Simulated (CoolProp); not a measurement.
Model: reference Helmholtz-energy equation of state, Span 1996, in CoolProp.

Q: Give the vapour pressure (bar), liquid cp (kJ/(kg K)), surface tension (mN/m), liquid conductivity (mW/(m K)) of saturated carbon dioxide at -35.15, -12.75 °C.

A: 
```tsv
T (°C)	p (bar)	liquid cp (kJ/(kg K))	surface tension (mN/m)	liquid conductivity (mW/(m K))
-35.15	12.0	2.04	11.6	151
-12.75	24.5	2.26	6.91	124
```

Thermal conductivity comes from a separate model (Huber 2016). Surface tension comes from a separate correlation (Mulero 2012).
